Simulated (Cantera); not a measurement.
**Thermodynamics of silicon carbide growth, feed SiCl₄ + CH₄ + H₂**

Charge: 1 mol SiCl₄, 0.62 mol CH₄, 140 mol H₂, equilibrated at 68000 Pa.

Method: chemical equilibrium by Gibbs-energy minimisation in Cantera with the NASA 1993 tables (ideal gas, pure condensed phases). Candidate condensed phases: C, C₆H₆, C₇H₈, C₈H₁₈, Si, SiC; 109 gas species. Mutual solubility and eutectic melting of coexisting phases are not modelled. The tables' values for SiCl, SiCl₃ are old estimates; treat these amounts as uncertain. Gases not in the tables: Si₂H₆ and higher silanes. Kinetics and transport are ignored.

```
T (K)  log p H₂  log p H  log p HCl  log p Si  log p SiCl₂  log p C₂H₂ (acetylene)  n SiC(s)  n Si(s)  n Si(l)
-----  --------  -------  ---------  --------  -----------  ----------------------  --------  -------  -------
1073      -0.18    -7.94      -1.93      <-12        -4.64                  -12.12     0.566        0        0
1223      -0.18    -6.61      -1.87    -11.73        -3.40                  -11.94     0.616        0        0
1373      -0.18    -5.57      -1.81     -9.41        -2.98                  -10.69     0.618   0.0661        0
1523      -0.18    -4.73      -1.79     -7.74        -2.89                   -9.30     0.618   0.0863        0
1673      -0.18    -4.03      -1.79     -6.38        -2.85                   -8.17     0.618   0.0741        0
1823      -0.18    -3.45      -1.78     -5.35        -2.91                   -7.00     0.618        0    0.111
1973      -0.18    -2.96      -1.77     -4.50        -2.98                   -5.98     0.617        0    0.130
2123      -0.18    -2.54      -1.77     -3.77        -3.04                   -5.11     0.612        0   0.0965
2273      -0.18    -2.17      -1.76     -3.21        -3.16                   -4.22     0.580        0        0
2423      -0.19    -1.85      -1.76     -2.82        -3.37                   -3.24     0.310        0        0
2573      -0.20    -1.56      -1.76     -2.56        -3.64                   -2.93         0        0        0
```
log p: log10 of the partial pressure in bar; n: condensed amount in mol.

From 1073 K to 1223 K the condensed part is SiC(s). From 1373 K to 1673 K the condensed part is Si(s) + SiC(s). From 1823 K to 2123 K the condensed part is Si(l) + SiC(s). From 2273 K to 2423 K the condensed part is SiC(s). At 2573 K nothing is condensed. The main Si-bearing gas is SiCl₄ at 1073 K and Si at 2573 K. The share of Si in condensed phases is highest at 1973 K (74.7 %) and lowest at 2573 K (0.0 %).
